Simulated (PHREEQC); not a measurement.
Solution (35 °C): 0.0039 mol/kgw NiCl2, 0.0014 mol/kgw H3AsO4, 0.0061 mol/kgw HCl and 4.2e-05 mol/kgw Na2SO4. Closed to the air; pH follows from the charge balance.

All values are PHREEQC results (ion-association model, wateq4f.dat), not measurements.

Precipitation was switched off in this run.

Question: Predict the pH.

Answer: pH 2.22.

Question: In which forms is As present?

Answer: H3AsO4 53 %, H2AsO4- 47 % of the As.

The database has no arsenate complexes of Ni.
